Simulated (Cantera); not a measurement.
**Titanium nitride, carbide and oxide coatings: Ti(OiPr)4 + CH4 + H2**

Feed: 1 mol Ti(OiPr)4, 4.7 mol CH4, 96 mol H2, held at 1700 Pa.

These are equilibrium values from Cantera (NASA tables, ideal gas, pure condensed phases), not measurements of a reactor. Candidate condensed phases: C, C6H6, C7H8, C8H18, H2O, Ti, TiC, TiO, TiO2, Ti2O3, Ti3O5, Ti4O7; 113 gas species. The feed counts by its element totals alone. TiC: taken at fixed stoichiometry. The numbers say what is thermodynamically allowed, not how fast it happens.

```csv
T (K),log p H2,log p CO,log p H,log p C2H2 (acetylene),log p CH4,log p H2O,log p CH3,n C(graphite),n TiC(s)
1175,-1.78,-3.26,-7.80,-8.98,-5.29,-6.50,-10.03,11.7,1.00
1275,-1.78,-3.26,-7.02,-8.20,-5.60,-6.98,-9.55,11.7,1.00
1375,-1.78,-3.26,-6.36,-7.53,-5.87,-7.38,-9.14,11.7,1.00
1475,-1.78,-3.26,-5.78,-6.96,-6.10,-7.73,-8.79,11.7,1.00
1575,-1.78,-3.26,-5.27,-6.46,-6.31,-8.03,-8.49,11.7,1.00
1675,-1.78,-3.26,-4.83,-6.02,-6.49,-8.30,-8.22,11.7,1.00
1775,-1.78,-3.26,-4.43,-5.63,-6.65,-8.53,-7.99,11.7,1.00
1875,-1.79,-3.26,-4.08,-5.29,-6.79,-8.75,-7.78,11.6,1.00
1975,-1.79,-3.26,-3.76,-4.98,-6.92,-8.94,-7.59,11.5,1.000
2075,-1.79,-3.26,-3.47,-4.70,-7.04,-9.11,-7.43,11.4,1.000
```
log p: log10 of the partial pressure in bar; n: condensed amount in mol.

From 1175 K to 2075 K the condensed part is C(graphite) + TiC(s).
